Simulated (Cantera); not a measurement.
# Equilibrium for carbon deposition, reforming and gasification: C2H4 + H2

Charge: 1 mol C2H4, 3.6 mol H2, held at 11.3 Torr.

These are equilibrium values from Cantera (NASA tables, ideal gas, pure condensed phases), not measurements of a reactor. Candidate condensed phases: C, C6H6, C7H8, C8H18; 76 gas species. The numbers say what is thermodynamically allowed, not how fast it happens.

```csv
T (K),x H2,x CH4,x H,x C2H2 (acetylene),x CH3,x C4H2,n C(graphite)
725,0.933,0.0670,<1e-12,<1e-12,<1e-12,<1e-12,1.65
825,0.987,0.0132,6.43e-11,3.57e-12,1.28e-11,<1e-12,1.93
925,0.997,0.00338,2.12e-9,1.27e-10,1.18e-10,<1e-12,1.98
1025,0.999,0.00110,3.56e-8,2.20e-9,6.87e-10,<1e-12,1.99
1125,1.000,0.000432,3.63e-7,2.30e-8,2.90e-9,<1e-12,2.00
1225,1.000,0.000197,2.54e-6,1.62e-7,9.64e-9,<1e-12,2.00
1325,1.000,0.000101,1.34e-5,8.51e-7,2.66e-8,<1e-12,2.00
1425,1.000,5.65e-5,5.57e-5,3.52e-6,6.33e-8,4.71e-12,2.00
1525,1.000,3.42e-5,0.000193,1.21e-5,1.34e-7,5.61e-11,2.00
1625,0.999,2.20e-5,0.000576,3.55e-5,2.58e-7,4.90e-10,2.00
1725,0.998,1.49e-5,0.00152,9.20e-5,4.60e-7,3.32e-9,2.00
1825,0.996,1.06e-5,0.00359,0.000214,7.67e-7,1.82e-8,2.00
1925,0.992,7.71e-6,0.00777,0.000454,1.21e-6,8.31e-8,1.99
```
x: gas mole fraction; n: condensed amount in mol.

From 725 K to 1925 K the condensed part is C(graphite). The main C-bearing gas is CH4 at 725 K and C2H2 (acetylene) at 1925 K.
